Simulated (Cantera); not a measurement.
**Premixed flame**

A freely propagating, adiabatic, planar premixed flame of C3H8 : O2 : N2 = 1 : 4.55 : 17.1 (molar parts), unburnt at 525 K and 1.90 bar; mixture-averaged transport, grid criteria slope 0.08 and curve 0.16, no radiation.

Cantera simulation using GRI-Mech 3.0 (53 species, 325 reactions); the numbers are that mechanism's predictions, not measurements. GRI-Mech 3.0 was tuned for natural gas; its chemistry of propane as a main component is partial and can be far from experiment. Burning velocities carry a grid error of a few per cent, more on coarse grids.

| z (mm) | T (K) | u (m/s) | x C3H8 | x O2 | x C2H6 | x CH2 | x NO | x H2O |
|---|---|---|---|---|---|---|---|---|
| -0.473 | 525 | 1.11 | 0.0441 | 0.201 | 2.44e-8 | <1e-8 | <1e-8 | 2.36e-5 |
| -0.316 | 526 | 1.11 | 0.0440 | 0.200 | 5.39e-7 | <1e-8 | <1e-8 | 0.000262 |
| -0.237 | 531 | 1.12 | 0.0439 | 0.199 | 4.14e-6 | <1e-8 | 2.10e-8 | 0.00115 |
| -0.158 | 573 | 1.22 | 0.0433 | 0.194 | 5.86e-5 | <1e-8 | 1.88e-7 | 0.00677 |
| -0.0789 | 921 | 2.02 | 0.0335 | 0.159 | 0.00103 | 1.55e-7 | 2.44e-6 | 0.0408 |
| -0.0395 | 1345 | 3.05 | 0.0130 | 0.114 | 0.00153 | 1.00e-5 | 6.41e-6 | 0.0770 |
| 0 | 1760 | 4.09 | 0.000494 | 0.0641 | 0.000212 | 7.74e-5 | 1.37e-5 | 0.112 |
| 0.0395 | 1957 | 4.57 | 6.65e-7 | 0.0343 | 1.80e-6 | 4.35e-5 | 2.45e-5 | 0.130 |
| 0.0789 | 2019 | 4.69 | <1e-8 | 0.0220 | <1e-8 | 4.50e-6 | 3.35e-5 | 0.135 |
| 0.158 | 2078 | 4.79 | <1e-8 | 0.0149 | <1e-8 | 1.77e-8 | 4.24e-5 | 0.136 |
| 0.316 | 2147 | 4.93 | <1e-8 | 0.0115 | <1e-8 | <1e-8 | 5.20e-5 | 0.138 |
| 0.631 | 2225 | 5.08 | <1e-8 | 0.00877 | <1e-8 | <1e-8 | 6.64e-5 | 0.142 |
| 1.26 | 2298 | 5.22 | <1e-8 | 0.00607 | <1e-8 | <1e-8 | 8.92e-5 | 0.147 |
x: mole fraction of selected species; z is measured from the peak of heat release.

- laminar burning velocity: 110 cm/s
- thermal thickness: 0.158 mm
- peak x(C2H6): 0.00164
- peak x(CH2): 8.30e-5
- grid points: 145
